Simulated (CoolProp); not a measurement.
Hexamethyldisiloxane (MM) along the isotherm 581.7 K: fugacity coefficient from the reference equation and from simpler models built on Tc = 518.7 K, pc = 1.931 MPa, ω = 0.418; each cubic takes its own stable root.

Model: reference Helmholtz-energy equation of state, Thol 2016, in CoolProp.

```tsv
p (MPa)	phase	reference	van der Waals	Redlich-Kwong
1.38	gas	0.8388	0.8422	0.8331
2.76	supercritical	0.6965	0.6823	0.6783
4.14	supercritical	0.5785	0.5513	0.5517
5.52	supercritical	0.4977	0.4812	0.4752
6.9	supercritical	0.4474	0.4422	0.4289
8.28	supercritical	0.4152	0.4201	0.3994
9.66	supercritical	0.3943	0.4085	0.3802
11	supercritical	0.3810	0.4039	0.3680
12.4	supercritical	0.3724	0.4042	0.3601
13.8	supercritical	0.3679	0.4088	0.3559
15.2	supercritical	0.3664	0.4168	0.3545
16.6	supercritical	0.3674	0.4278	0.3555
17.9	supercritical	0.3703	0.4404	0.3580
19.3	supercritical	0.3751	0.4565	0.3624
```
